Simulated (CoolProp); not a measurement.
Vapour-liquid equilibrium of benzene (1) + o-xylene (2) at 1.17 MPa; x and y are mole fractions of (1).

Values from CoolProp's multi-fluid Helmholtz-energy mixture model, Thol 2012 and Zhou 2012; pair parameters Bell 2016.

```json
[
 {"x": "0.05", "bubble temperature (K)": "?", "y at the bubble point": "0.101", "dew temperature at overall composition x (K)": "539.0", "liquid density (mol/L)": "6.002"},
 {"x": "0.2", "bubble temperature (K)": "519.9", "y at the bubble point": "0.384", "dew temperature at overall composition x (K)": "531.1", "liquid density (mol/L)": "6.408"},
 {"x": "0.35", "bubble temperature (K)": "503.7", "y at the bubble point": "0.603", "dew temperature at overall composition x (K)": "?", "liquid density (mol/L)": "?"},
 {"x": "0.5", "bubble temperature (K)": "490.0", "y at the bubble point": "?", "dew temperature at overall composition x (K)": "?", "liquid density (mol/L)": "7.233"},
 {"x": "0.65", "bubble temperature (K)": "479.1", "y at the bubble point": "0.849", "dew temperature at overall composition x (K)": "499.7", "liquid density (mol/L)": "7.634"},
 {"x": "0.8", "bubble temperature (K)": "470.4", "y at the bubble point": "0.921", "dew temperature at overall composition x (K)": "484.7", "liquid density (mol/L)": "8.047"},
 {"x": "0.95", "bubble temperature (K)": "463.0", "y at the bubble point": "0.980", "dew temperature at overall composition x (K)": "466.7", "liquid density (mol/L)": "8.501"}
]
```

Complete the blanks.


- 0.05, bubble temperature (K): 536.4
- 0.35, dew temperature at overall composition x (K): 522.1
- 0.35, liquid density (mol/L): 6.825
- 0.5, y at the bubble point: 0.751
- 0.5, dew temperature at overall composition x (K): 511.8

No azeotrope shows between x = 0.05 and 0.95.

Pair parameters are fitted to limited data, so mixtures are less certain than the pure fluids.
